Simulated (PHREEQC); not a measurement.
Make-up at 25 °C: 120 mmol/kgw NH4HSO4. Closed to the air; pH follows from the charge balance.

Equilibrium calculation in PHREEQC: ion-association model, phreeqc.dat.

| quantity | before | after |
|---|---|---|
| pH | 1.36 | 2.13 |
| ionic strength (mol/kgw) | 0.200 | 0.0277 |
| NH4+ (mol/kgw) | 0.105 | 0.0114 |
| NH3 (mol/kgw) | 9.04e-10 | 7.34e-10 |

Question: What was changed between the two runs?
A) NH4HSO4 replaced by NH4HS at the same molality
B) NH4HSO4 from 0.12 to 0.6 mol/kgw
C) temperature from 25 to 55 °C
D) temperature from 25 to 15 °C
E) diluted 10-fold with water

Answer: E, diluted 10-fold with water

This is a speciation only: nothing precipitates in the calculation.
